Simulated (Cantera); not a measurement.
An isothermal, constant-pressure homogeneous reactor starts with NO : N2 = 1 : 0.13 (molar parts), at 2200 K and 1.50 bar. Integrator tolerance rtol = 1e-08.

Model: GRI-Mech 3.0 (53 species, 325 reactions), integrated in Cantera.

Q: What does this change do: temperature 2200 to 1650 K?

A: 
| quantity | before | after |
|---|---|---|
| x(NO) at 40.0 s | 0.0152 (gas-phase equilibrium 0.0152) | 0.117 (gas-phase equilibrium 0.00292) |
| x(N2O) at 40.0 s | 8.65e-7 (gas-phase equilibrium 8.65e-7) | 5.20e-6 (gas-phase equilibrium 1.77e-7) |
| x(N2) at 40.0 s | 0.550 (gas-phase equilibrium 0.550) | 0.499 (gas-phase equilibrium 0.556) |
| x(O) at 40.0 s | 0.00146 (gas-phase equilibrium 0.00146) | 1.32e-5 (gas-phase equilibrium 1.41e-5) |
| x(O2) at 40.0 s | 0.434 (gas-phase equilibrium 0.434) | 0.384 (gas-phase equilibrium 0.441) |
| x(NO2) at 40.0 s | 3.40e-5 (gas-phase equilibrium 3.40e-5) | 0.000681 (gas-phase equilibrium 1.83e-5) |
